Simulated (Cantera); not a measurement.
Charge: 1 mol Si, 1.1 mol HCl, 0.26 mol H2, 1.5 mol Cl2, at 1.60 bar.

Cantera equilibrium calculation (NASA polynomials, part measured and part estimated; ideal gas, pure solids and liquids). Candidate condensed phases: Si; 19 gas species. The tables' values for SiCl3 are old estimates; treat these amounts as uncertain. Kinetics and transport are ignored.

x: gas mole fraction; nothing condenses.

```tsv
T (K)	x SiCl4	x H2	x HCl	x SiHCl3	x SiCl3	x SiCl2
625	0.537	0.408	0.0540	0.000197	1.83e-9	<1e-12
675	0.537	0.408	0.0543	0.000530	2.28e-8	<1e-12
725	0.536	0.407	0.0550	0.00123	1.98e-7	?
775	0.535	0.406	0.0563	0.00250	1.28e-6	?
825	0.533	0.404	0.0583	0.00456	6.41e-6	?
875	0.530	0.401	0.0614	0.00758	2.61e-5	?
925	0.526	0.397	0.0655	0.0116	8.90e-5	?
975	0.521	0.392	0.0706	0.0165	0.000261	?
1025	0.514	0.386	0.0769	0.0222	0.000672	?
1075	0.507	0.379	0.0841	0.0284	0.00155	?
1125	0.498	0.371	0.0927	0.0346	0.00325	?
1175	0.488	0.362	0.103	0.0405	0.00625	?
1225	0.475	0.352	0.115	0.0453	0.0111	?
```

Question: Complete the blanks.

Answer: 
- 725, x SiCl2: 1.78e-11
- 775, x SiCl2: 4.32e-10
- 825, x SiCl2: 6.80e-9
- 875, x SiCl2: 7.45e-8
- 925, x SiCl2: 5.98e-7
- 975, x SiCl2: 3.70e-6
- 1025, x SiCl2: 1.83e-5
- 1075, x SiCl2: 7.53e-5
- 1125, x SiCl2: 0.000262
- 1175, x SiCl2: 0.000783
- 1225, x SiCl2: 0.00203
